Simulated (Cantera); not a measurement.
A perfectly stirred reactor is fed with CH₄ : CO₂ = 1 : 1.9 (molar parts), at 1.01 bar; it is held at 1300 K, and followed from long to short residence time.

Computed with Cantera and GRI-Mech 3.0 (53 species, 325 reactions).

Task: Predict: x(CH₄) at τ = 6.30 s; x(CO₂) at τ = 6.30 s; x(C₂H₆) at τ = 6.30 s; x(CH₃) at τ = 6.30 s; x(CH₄) at τ = 55.0 ms; x(CO₂) at τ = 55.0 ms; x(C₂H₆) at τ = 55.0 ms; x(CH₃) at τ = 55.0 ms.

Result: 
```
Property                  Result
----------------------  --------
x(CH₄) at τ = 6.30 s       0.318
x(CO₂) at τ = 6.30 s       0.634
x(C₂H₆) at τ = 6.30 s   0.000286
x(CH₃) at τ = 6.30 s     1.13e-5
x(CH₄) at τ = 55.0 ms      0.345
x(CO₂) at τ = 55.0 ms      0.655
x(C₂H₆) at τ = 55.0 ms   7.32e-5
x(CH₃) at τ = 55.0 ms    7.54e-6
```
